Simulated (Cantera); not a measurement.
Input (Python, Cantera) and output of one run.

```python
import numpy as np
import cantera as ct

gas_names = """
    O2 HCL H TiOCL2
""".split()
cond_names = """
    Ti(a) Ti(b) Ti(L)
""".split()


# ... load() reads the species with a 1 bar reference pressure and builds the phases ...
species = {s.name: s for s in load("nasa_gas.yaml", gas_names) + load("nasa_condensed.yaml", cond_names)}
# Each term lists the table entries of one substance; the one whose range holds T is used.
reactions = {
    '2 Ti + O2(g) + 4 HCl(g) = 4 H(g) + 2 TiOCl2(g)':
        [(-2, ['Ti(a)', 'Ti(b)', 'Ti(L)']), (-1, ['O2']), (-4, ['HCL']), (4, ['H']), (2, ['TiOCL2'])],
}


def pick(names, T):
    return next(species[n] for n in names if species[n].thermo.min_temp <= T <= species[n].thermo.max_temp)


results = []
for label, terms in reactions.items():
    print(label)
    print("     T/K   dH/kJ  dS/(J/K)   dG/kJ   log10 K")
    for T in [2248, 2298, 2348, 2398, 2448, 2498, 2548, 2598, 2648, 2698]:
        used = [(nu, pick(names, T)) for nu, names in terms]
        dH = sum(nu * s.thermo.h(T) for nu, s in used) / 1e6
        dS = sum(nu * s.thermo.s(T) for nu, s in used) / 1e3
        dG = dH - T * dS / 1e3
        logK = -dG * 1e6 / (ct.gas_constant * T * np.log(10))
        results.append((label, T, dH, dS, dG, logK, [s.name for _, s in used]))
        print(f"{T:8g} {dH:8.1f} {dS:8.1f} {dG:8.1f} {logK:8.2f}")
```

Result:

```
2 Ti + O2(g) + 4 HCl(g) = 4 H(g) + 2 TiOCl2(g)
     T/K   dH/kJ  dS/(J/K)   dG/kJ   log10 K
    2248    134.0    105.8   -103.9     2.41
    2298    132.6    105.2   -109.2     2.48
    2348    131.1    104.6   -114.4     2.55
    2398    129.7    104.0   -119.6     2.61
    2448    128.2    103.4   -124.8     2.66
    2498    126.7    102.8   -130.0     2.72
    2548    125.2    102.2   -135.1     2.77
    2598    123.7    101.6   -140.2     2.82
    2648    122.1    101.0   -145.3     2.87
    2698    120.6    100.4   -150.3     2.91
```

Cantera with NASA thermochemical tables; ideal gases at 1 bar, condensed phases pure. Condensed species are held in their standard states even where they would react or evaporate.
